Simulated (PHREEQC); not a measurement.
2.5 g of hydrous ferric oxide (600 m²/g; 0.2 weak and 0.005 strong sites per Fe, Dzombak-Morel constants, diffuse double layer) in 1 kg of water with 0.01 mol/kgw of an inert sodium salt, at 25 °C; the pH is set by adding NaOH or the inert anion's acid. O2 is buffered at 0.21 atm. CO2 from the air is kept out. Nothing may precipitate in this run.

Base run: PHREEQC, ion-association model, wateq4f.dat. Each further column changes one thing. The table gives surface charge σ (C/m²).

| pH | base | background salt from 0.01 to 0.001 mol/kgw | oxide from 2.5 to 12 g/kgw | 0.0009 mol/kgw PbCl2 added |
|---|---|---|---|---|
| 3 | 0.331 | 0.287 | 0.345 | 0.336 |
| 3.67 | 0.264 | 0.188 | 0.289 | 0.274 |
| 4.33 | 0.184 | 0.109 | 0.206 | 0.196 |
| 5 | 0.116 | 0.058 | 0.128 | 0.129 |
| 5.67 | 0.068 | 0.029 | 0.072 | 0.084 |
| 6.33 | 0.036 | 0.014 | 0.038 | 0.050 |
| 7 | 0.017 | 0.006 | 0.018 | 0.027 |
| 7.67 | 0.006 | 0.002 | 0.006 | 0.012 |
| 8.33 | -0.003 | -0.001 | -0.003 | 0.002 |
| 9 | -0.013 | -0.004 | -0.013 | -0.008 |
| 9.67 | -0.029 | -0.011 | -0.030 | -0.021 |
| 10.33 | -0.056 | -0.024 | -0.059 | -0.043 |
| 11 | -0.101 | -0.059 | -0.110 | -0.080 |

The oxide is taken as insoluble; below pH 4 it would dissolve.
